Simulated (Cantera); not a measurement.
Feed: 1 mol Ti(OiPr)₄, 2 mol O₂, at 0.00130 bar.

Equilibrium computed with Cantera from the NASA thermochemical tables; the gas is ideal and each condensed phase is pure. Candidate condensed phases: C, C₆H₆, C₇H₈, C₈H₁₈, H₂O, Ti, TiC, TiO, TiO₂, Ti₂O₃, Ti₃O₅, Ti₄O₇; 113 gas species. The feed counts by its element totals alone. TiC: taken at fixed stoichiometry. Kinetics and transport are ignored.

x: gas mole fraction; n: condensed amount in mol.

```tsv
T (K)	x H₂	x CO	x H	x C₂H₂ (acetylene)	x Ti	x C₂H	n C(graphite)	n TiC(s)
1298	0.636	0.364	2.37e-5	3.55e-7	<1e-12	<1e-12	3.00	1.00
1448	0.636	0.364	0.000204	3.02e-6	<1e-12	…	3.00	1.00
1598	0.635	0.363	0.00118	1.71e-5	3.36e-11	…	3.00	1.00
1748	0.632	0.363	0.00504	7.14e-5	2.19e-9	…	3.00	1.00
1898	0.622	0.361	0.0171	0.000234	7.32e-8	…	2.99	1.000
2048	0.596	0.355	0.0480	0.000625	1.45e-6	…	2.97	1.000
2198	0.542	0.343	0.114	0.00137	1.91e-5	…	2.94	1.000
```

**Question.** Complete the blanks.

**Answer.** 
- 1448, x C₂H: 1.31e-12
- 1598, x C₂H: 1.05e-10
- 1748, x C₂H: 3.97e-9
- 1898, x C₂H: 8.35e-8
- 2048, x C₂H: 1.10e-6
- 2198, x C₂H: 9.93e-6
